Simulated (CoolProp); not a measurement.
Ethanol along the isotherm 410.7 K: fugacity coefficient from the reference equation and from simpler models built on Tc = 514.7 K, pc = 6268 kPa, ω = 0.644; each cubic takes its own stable root.

Computed with CoolProp (reference Helmholtz-energy equation of state, Schroeder 2014).

| p (kPa) | phase | reference | van der Waals | Redlich-Kwong | Soave-Redlich-Kwong | Peng-Robinson |
|---|---|---|---|---|---|---|
| 29.7 | gas | 0.9957 | 0.9976 | 0.9970 | 0.9963 | 0.9961 |
| 61.1 | gas | 0.9912 | 0.9951 | 0.9937 | 0.9924 | 0.9920 |
| 125 | gas | 0.9821 | 0.9899 | 0.9872 | 0.9844 | 0.9836 |
| 257 | gas | 0.9631 | 0.9793 | 0.9737 | 0.9680 | 0.9663 |
| 529 | gas | 0.9240 | 0.9574 | 0.9460 | 0.9343 | 0.9309 |
| 1090 | liquid | 0.5879 | 0.9122 | 0.8892 | 0.6015 | 0.5978 |
| 2230 | liquid | 0.2940 | 0.8190 | 0.5856 | 0.3023 | 0.2995 |
| 4580 | liquid | 0.1501 | 0.4550 | 0.3038 | 0.1558 | 0.1534 |
| 9400 | liquid | 0.08044 | 0.2646 | 0.1680 | 0.08523 | 0.08276 |

At some of these states van der Waals, Redlich-Kwong gives the other phase, because its saturation line lies elsewhere.
